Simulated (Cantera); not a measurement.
## Ignition delay

Mixture: CO : H2 : CH4 : O2 : N2 : C2H6 = 1 : 1.4 : 0.51 : 2.58 : 9.71 : 0.082 (molar parts), equivalence ratio 0.97, at 1000000 Pa, adiabatic and at constant volume. Ignition delay is the time to a rise of 400 K.

Detailed kinetics in Cantera: GRI-Mech 3.0 (53 species, 325 reactions). Below about 1000 K GRI-Mech 3.0 lacks low-temperature oxidation paths. Below about 950 K walls govern HO2 and H2O2 in real vessels.

```json
[
 {"T0 (K)": "875", "delay (ms)": "202"},
 {"T0 (K)": "950", "delay (ms)": "26.3"},
 {"T0 (K)": "1025", "delay (ms)": "4.36"},
 {"T0 (K)": "1100", "delay (ms)": "0.863"},
 {"T0 (K)": "1175", "delay (ms)": "0.203"},
 {"T0 (K)": "1250", "delay (ms)": "0.0624"},
 {"T0 (K)": "1325", "delay (ms)": "0.0261"},
 {"T0 (K)": "1400", "delay (ms)": "0.0135"},
 {"T0 (K)": "1475", "delay (ms)": "0.00791"},
 {"T0 (K)": "1550", "delay (ms)": "0.00501"}
]
```

```yaml
apparent activation energy between 1400 and 1550 K: 120 kJ/mol
```
